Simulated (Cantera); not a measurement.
Cantera run:

```python
import numpy as np
import cantera as ct

gas_names = [...]  # 113 gases of nasa_gas.yaml made of C, H, O, Ti
cond_names = """
    C(gr) C6H6(L) C7H8(L) C8H18(L),n-octa H2O(s) H2O(L) Ti(a) Ti(b) Ti(L) TiC(s) TiC(L) TiO(a) TiO(b)
    TiO(L) TiO2(ru) TiO2(L) Ti2O3(a) Ti2O3(b) Ti2O3(L) Ti3O5(a) Ti3O5(b) Ti3O5(L) Ti4O7(s) Ti4O7(L)
""".split()


# ... load() reads the species with a 1 bar reference pressure and builds the phases ...
atoms = {
    'Ti': {'Ti': 1},
    'O2': {'O': 2},
    'H2': {'H': 2},
    'CH4': {'C': 1, 'H': 4},
}
top_T = {'C(gr)': 4500}  # K; cautious upper limits of use, not melting points


# ... equilibrate(T, P, feed) seeds the gas with the atoms and calls Mixture.equilibrate('TP', solver="vcs", rtol=1e-11, max_steps=5000) ...
results = []
feed = {'Ti': 1, 'O2': 2.6, 'H2': 3, 'CH4': 2.6}  # mol
P = 39  # Pa
for T in [1475, 1525, 1575, 1625, 1675, 1725, 1775, 1825, 1875, 1925]:
    mix = equilibrate(T, P, feed)
    results.append((T, P, feed, dict(zip(mix.species_names, mix.species_moles))))

top = {s: max(r[3][s] / sum(r[3][g] for g in gas_names) for r in results) for s in gas_names}
cols = sorted((s for s in top if top[s] > 1e-05), key=lambda s: -top[s])[:9]
seen = [c for c in cond_names if any(r[3].get(c, 0) > 1e-12 for r in results)]
print("log10 of partial pressures in bar; condensed amounts in mol")
print(f"{'T/K':>10s}" + "".join(f"{s[:9]:>10s}" for s in cols + seen))
for T, P, feed, n in results:
    ng = sum(n[g] for g in gas_names)
    print(f"{T:10.4g}" + "".join(f"{np.log10(max(n[s] / ng * P / 1e5, 1e-99)):10.3f}" for s in cols)
          + "".join(f"{n.get(c, 0):10.4g}" for c in seen))
```

It prints:

```
log10 of partial pressures in bar; condensed amounts in mol
       T/K        H2        CO       H2O         H       CO2        OH      TiO2         O       TiO  TiO2(ru)  Ti4O7(s)
      1475    -3.558    -4.039    -4.719    -6.666    -5.595    -9.408   -12.364   -12.574   -14.085         1         0
      1525    -3.558    -4.039    -4.715    -6.405    -5.625    -9.070   -11.647   -11.984   -13.245         1         0
      1575    -3.559    -4.038    -4.712    -6.161    -5.653    -8.753   -10.977   -11.431   -12.460         1         0
      1625    -3.560    -4.038    -4.709    -5.931    -5.680    -8.456   -10.349   -10.912   -11.724         1         0
      1675    -3.561    -4.038    -4.707    -5.716    -5.704    -8.177    -9.760   -10.424   -11.033         1         0
      1725    -3.563    -4.038    -4.706    -5.512    -5.727    -7.914    -9.205    -9.964   -10.383         1         0
      1775    -3.572    -4.040    -4.616    -5.325    -5.654    -7.574    -8.683    -9.434    -9.868    0.4497    0.1376
      1825    -3.582    -4.043    -4.554    -5.147    -5.609    -7.275    -8.201    -8.955    -9.369         0      0.25
      1875    -3.587    -4.045    -4.556    -4.977    -5.628    -7.054    -7.762    -8.565    -8.851         0    0.2499
      1925    -3.594    -4.047    -4.558    -4.816    -5.645    -6.844    -7.346    -8.194    -8.361         0    0.2497
```

Cantera equilibrium calculation (NASA polynomials, part measured and part estimated; ideal gas, pure solids and liquids). Mutual solubility and eutectic melting of coexisting phases are not modelled. Condensed phases not in the tables: Magnéli phases beyond Ti4O7.
